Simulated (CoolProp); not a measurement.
A closed Brayton cycle with carbon dioxide: compressor inlet 318.15 K and 8.6 MPa, high pressure 28 MPa, turbine inlet 845 K, compressor efficiency 0.8, turbine efficiency 0.93, recuperator effectiveness 0.8 (on enthalpy, no pinch check). Each further row changes one setting.

The numbers come from the reference Helmholtz-energy equation of state, Span 1996 in CoolProp.

| case | thermal efficiency (%) | net work (kJ/kg) | compressor to turbine work | compressor exit (K) | turbine exit (K) |
|---|---|---|---|---|---|
| as stated | … | 105 | 0.35 | 406.2 | 698.2 |
| turbine inlet 795 K | 30.8 | 93.5 | … | 406.2 | … |
| compressor inlet 328.15 K | 30.6 | … | 0.42 | 430.2 | 698.2 |
| high pressure 23.8 MPa | 30.7 | … | … | 393.6 | … |
| recuperator effectiveness 0.5 | 24.5 | 105 | 0.35 | 406.2 | 698.2 |

**Question.** Fill in the missing entries.

**Answer.** 
- as stated, thermal efficiency (%): 32.1
- turbine inlet 795 K, compressor to turbine work: 0.38
- turbine inlet 795 K, turbine exit (K): 653.5
- compressor inlet 328.15 K, net work (kJ/kg): 93.4
- high pressure 23.8 MPa, net work (kJ/kg): 94.2
- high pressure 23.8 MPa, compressor to turbine work: 0.33
- high pressure 23.8 MPa, turbine exit (K): 717.7
